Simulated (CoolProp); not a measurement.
Vapour-liquid equilibrium of propane (1) + cyclopropane (2) at 6.65 bar; x and y are mole fractions of (1).

Values from CoolProp's multi-fluid Helmholtz-energy mixture model, Lemmon 2009 and Polt 1992; pair parameters Bell 2016. This equation is an older, rougher fit; its heat capacities, sound speeds and derivatives of the liquid may be far off and weren't checked against measurements.

**Question.** Give the bubble temperature and the first vapour's composition at x = 0.125, 0.5, 0.725. Is there an azeotrope?

**Answer.** x = 0.125: 292.4 K, y = 0.176; x = 0.5: 287.2 K, y = 0.565; x = 0.725: 285.5 K, y = 0.754. No azeotrope shows between x = 0.05 and 0.95.

Pair parameters are fitted to limited data, so mixtures are less certain than the pure fluids.
